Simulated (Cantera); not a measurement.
A closed system holds: 1 mol SiCl₄, 0.12 mol NH₃, 4.6 mol N₂, equilibrated at 898.15 K and 9.30 mbar.

Equilibrium computed with Cantera from the NASA thermochemical tables; the gas is ideal and each condensed phase is pure. Candidate condensed phases: NH₄Cl, Si, Si₃N₄; 28 gas species. The tables' values for SiCl₃ are old estimates; treat these amounts as uncertain. Equilibrium is a limit: real reactors are often held back by kinetics, nucleation or transport.

Base state: N₂ 0.785, SiCl₄ 0.156, HCl 0.0559, H₂ 0.00271, SiHCl₃ 2.12e-5, SiCl₃ 1.70e-5 (mole fractions); condensed: Si₃N₄(s).

Task: What changes in the equilibrium state with this change: N₂ from 4.6 to 43 mol?

Result: 
```
species         before     after
-------------  -------  --------
N₂               0.785     0.971
SiCl₄            0.156    0.0206
HCl             0.0559   0.00786
SiHCl₃         2.12e-5   1.01e-6
H₂             0.00271  0.000137
Si₃N₄(s), mol   0.0273    0.0290
```

Task: What changes in the equilibrium state with this change: temperature from 898.15 K to 1048.15 K?

Result: 
```tsv
species	before	after
N₂	0.785	0.785
SiCl₄	0.156	0.156
HCl	0.0559	0.0572
H₂	0.00271	0.00206
SiCl₂	8.94e-8	2.00e-5
SiCl₃	1.70e-5	0.000412
SiHCl₃	2.12e-5	5.75e-5
Si₃N₄(s), mol	0.0273	0.0277
```

Task: What changes in the equilibrium state with this change: SiCl₄ replaced by Si₂Cl₆?

Result: 
```tsv
species	before	after
N₂	0.785	0.708
SiCl₄	0.156	0.235
HCl	0.0559	0.0552
SiCl₃	1.70e-5	2.35e-5
SiHCl₃	2.12e-5	2.65e-5
H₂	0.00271	0.00223
Si₃N₄(s), mol	0.0273	0.194
```
The feed counts by its element totals alone.
